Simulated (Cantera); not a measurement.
Feed: 1 mol MgO, 1.2 mol HCl, 0.22 mol H₂, at 1002 °C and 33.0 Pa.

Equilibrium computed with Cantera from the NASA thermochemical tables; the gas is ideal and each condensed phase is pure. Candidate condensed phases: H₂O, Mg, MgCl₂, MgO, Mg(OH)₂; 22 gas species. Equilibrium is a limit: real reactors are often held back by kinetics, nucleation or transport.

Base state: HCl 0.800, H₂ 0.155, H₂O 0.0222, MgCl₂ 0.0222, Cl 7.01e-5, H 1.60e-5 (mole fractions); condensed: MgO(s).

Task: What changes in the equilibrium state with this change: temperature from 1002 °C to 1100 °C?

Result: 
```json
[
 {"species": "HCl", "before": "0.800", "after": "0.775"},
 {"species": "H₂", "before": "0.155", "after": "0.155"},
 {"species": "H₂O", "before": "0.0222", "after": "0.0346"},
 {"species": "MgCl₂", "before": "0.0222", "after": "0.0346"},
 {"species": "H", "before": "1.60e-5", "after": "7.22e-5"},
 {"species": "Cl", "before": "7.01e-5", "after": "0.000299"},
 {"species": "MgO(s), mol", "before": "0.968", "after": "0.951"}
]
```
